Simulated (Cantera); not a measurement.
# Thermodynamics of silicon nitride deposition, feed SiHCl3 + NH3 + N2

Feed: 1 mol SiHCl3, 0.62 mol NH3, 38 mol N2, held at 7.50 Torr.

These are equilibrium values from Cantera (NASA tables, ideal gas, pure condensed phases), not measurements of a reactor. Candidate condensed phases: NH4Cl, Si, Si3N4; 28 gas species. The tables' values for SiCl3, SiCl, SiN are old estimates; treat these amounts as uncertain. The numbers say what is thermodynamically allowed, not how fast it happens.

From 1450 K to 1650 K the condensed part is Si3N4(s). From 1700 K to 2000 K nothing is condensed. The main Si-bearing gas is SiCl2 throughout.

```
T (K)   x N2   x HCl  x SiCl2    x H2       x H      x Cl   x SiCl3  n Si3N4(s)
-----  -----  ------  -------  ------  --------  --------  --------  ----------
1450   0.930  0.0474  0.00922  0.0113   1.01e-5   3.44e-5   0.00143       0.177
1500   0.929  0.0427   0.0128  0.0136   2.05e-5   5.21e-5   0.00117       0.138
1550   0.929  0.0375   0.0162  0.0161   4.00e-5   7.42e-5  0.000873      0.0977
1600   0.929  0.0322   0.0193  0.0187   7.43e-5  0.000101  0.000621      0.0592
1650   0.929  0.0272   0.0221  0.0211  0.000132  0.000133  0.000430      0.0239
1700   0.929  0.0238   0.0239  0.0226  0.000222  0.000181  0.000304           0
1750   0.929  0.0239   0.0239  0.0225  0.000349  0.000285  0.000240           0
1800   0.928  0.0239   0.0238  0.0224  0.000536  0.000438  0.000192           0
1850   0.928  0.0241   0.0236  0.0222  0.000803  0.000661  0.000156           0
1900   0.927  0.0243   0.0233  0.0219   0.00117  0.000983  0.000128           0
1950   0.927  0.0247   0.0228  0.0214   0.00168   0.00145  0.000106           0
2000   0.925  0.0253   0.0220  0.0207   0.00234   0.00213   8.91e-5           0
```
x: gas mole fraction; n: condensed amount in mol.
